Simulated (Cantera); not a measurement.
**Adiabatic ignition**

An adiabatic, constant-pressure homogeneous reactor starts with CH4 : CO : O2 : N2 = 1 : 0.78 : 2.41 : 9.08 (molar parts), equivalence ratio 0.99, at 1100 K and 7.30 bar.

Cantera simulation using GRI-Mech 3.0 (53 species, 325 reactions); the numbers are that mechanism's predictions, not measurements.

```json
[
 {"t (s)": "4.00e-6", "T (K)": "1100", "x CH4": "0.0754", "x CO": "0.0588", "x O2": "0.182", "x OH": "6.44e-11", "x CH2CO": "<1e-12", "x NO2": "<1e-12", "x C2H2": "<1e-12"},
 {"t (s)": "9.49e-6", "T (K)": "1100", "x CH4": "0.0754", "x CO": "0.0588", "x O2": "0.182", "x OH": "7.19e-11", "x CH2CO": "<1e-12", "x NO2": "<1e-12", "x C2H2": "<1e-12"},
 {"t (s)": "2.25e-5", "T (K)": "1100", "x CH4": "0.0754", "x CO": "0.0588", "x O2": "0.182", "x OH": "8.90e-11", "x CH2CO": "<1e-12", "x NO2": "<1e-12", "x C2H2": "<1e-12"},
 {"t (s)": "5.33e-5", "T (K)": "1100", "x CH4": "0.0754", "x CO": "0.0588", "x O2": "0.182", "x OH": "1.27e-10", "x CH2CO": "<1e-12", "x NO2": "<1e-12", "x C2H2": "<1e-12"},
 {"t (s)": "0.000126", "T (K)": "1100", "x CH4": "0.0754", "x CO": "0.0588", "x O2": "0.182", "x OH": "2.12e-10", "x CH2CO": "2.68e-12", "x NO2": "<1e-12", "x C2H2": "<1e-12"},
 {"t (s)": "0.000300", "T (K)": "1100", "x CH4": "0.0754", "x CO": "0.0588", "x O2": "0.182", "x OH": "4.01e-10", "x CH2CO": "1.69e-11", "x NO2": "<1e-12", "x C2H2": "<1e-12"},
 {"t (s)": "0.000711", "T (K)": "1100", "x CH4": "0.0754", "x CO": "0.0588", "x O2": "0.182", "x OH": "7.17e-10", "x CH2CO": "9.64e-11", "x NO2": "<1e-12", "x C2H2": "<1e-12"},
 {"t (s)": "0.00169", "T (K)": "1100", "x CH4": "0.0753", "x CO": "0.0588", "x O2": "0.182", "x OH": "9.03e-10", "x CH2CO": "3.90e-10", "x NO2": "<1e-12", "x C2H2": "<1e-12"},
 {"t (s)": "0.00400", "T (K)": "1100", "x CH4": "0.0753", "x CO": "0.0588", "x O2": "0.182", "x OH": "1.08e-9", "x CH2CO": "1.23e-9", "x NO2": "<1e-12", "x C2H2": "5.04e-12"},
 {"t (s)": "0.00949", "T (K)": "1101", "x CH4": "0.0752", "x CO": "0.0587", "x O2": "0.181", "x OH": "1.59e-9", "x CH2CO": "4.19e-9", "x NO2": "<1e-12", "x C2H2": "6.28e-11"},
 {"t (s)": "0.0225", "T (K)": "1105", "x CH4": "0.0748", "x CO": "0.0587", "x O2": "0.181", "x OH": "3.62e-9", "x CH2CO": "3.05e-8", "x NO2": "<1e-12", "x C2H2": "1.47e-9"},
 {"t (s)": "0.0533", "T (K)": "2696", "x CH4": "<1e-12", "x CO": "0.0313", "x O2": "0.0141", "x OH": "0.00936", "x CH2CO": "<1e-12", "x NO2": "3.62e-6", "x C2H2": "<1e-12"},
 {"t (s)": "0.127", "T (K)": "2695", "x CH4": "<1e-12", "x CO": "0.0314", "x O2": "0.0139", "x OH": "0.00930", "x CH2CO": "<1e-12", "x NO2": "3.88e-6", "x C2H2": "<1e-12"},
 {"t (s)": "0.300", "T (K)": "2695", "x CH4": "<1e-12", "x CO": "0.0314", "x O2": "0.0139", "x OH": "0.00930", "x CH2CO": "<1e-12", "x NO2": "3.88e-6", "x C2H2": "<1e-12"}
]
```
x: mole fraction; the columns are a selection and need not sum to one.

```yaml
time_of_steepest_temperature_rise: 51.4 ms
temperature at 0.300 s: 2695 K
equilibrium_temperature: 2695 K
x(CH4) at 0.300 s: <1e-12 (gas-phase equilibrium <1e-12)
x(CO) at 0.300 s: 0.0314 (gas-phase equilibrium 0.0314)
x(O2) at 0.300 s: 0.0139 (gas-phase equilibrium 0.0139)
```
